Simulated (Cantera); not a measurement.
What does this Cantera script print?

```python
import numpy as np
import cantera as ct

gas_names = """
    CL CL2 H HCL H2 Si SiCL SiCL2 SiCL3 SiCL4 SiH SiHCL3 SiH2 SiH2CL2 SiH3 SiH3CL SiH4 Si2 Si3
""".split()
cond_names = """
    Si(cr) Si(L)
""".split()


# ... load() reads the species with a 1 bar reference pressure and builds the phases ...
atoms = {
    'SiCl4': {'Si': 1, 'CL': 4},
    'H2': {'H': 2},
}
top_T = {}  # K; cautious upper limits of use, not melting points


# ... equilibrate(T, P, feed) seeds the gas with the atoms and calls Mixture.equilibrate('TP', solver="vcs", rtol=1e-11, max_steps=5000) ...
results = []
feed = {'SiCl4': 1, 'H2': 1.3}  # mol
T = 700  # K
P = 210000  # Pa
mix = equilibrate(T, P, feed)
results.append((T, P, feed, dict(zip(mix.species_names, mix.species_moles))))
print(gas.report(threshold=0.001))
for i in range(1, mix.n_phases):
    print(f"{mix.phase(i).name:16s} {mix.phase_moles(i):12.5e} mol")
```

Output:

```
       temperature   700 K
          pressure   2.1e+05 Pa
           density   2.7062 kg/m^3
  mean mol. weight   75.003 kg/kmol
   phase of matter   gas

                          1 kg             1 kmol
                     ---------------   ---------------
          enthalpy       -3.5155e+06       -2.6367e+08  J
   internal energy       -3.5931e+06       -2.6949e+08  J
           entropy            3582.6         2.687e+05  J/K
    Gibbs function       -6.0233e+06       -4.5176e+08  J
 heat capacity c_p            823.28             61748  J/K
 heat capacity c_v            712.42             53434  J/K

                      mass frac. Y      mole frac. X     chem. pot. / RT
                     ---------------   ---------------   ---------------
               HCL         0.0033998         0.0069942           -43.542
                H2          0.015005           0.55822           -16.539
             SiCL4           0.96898            0.4278           -157.03
            SiHCL3          0.012603         0.0069788           -130.02
     [  +15 minor]        1.0885e-05        7.9368e-06

Si(cr)            0.00000e+00 mol
```

These are equilibrium values from Cantera (NASA tables, ideal gas, pure condensed phases), not measurements of a reactor.
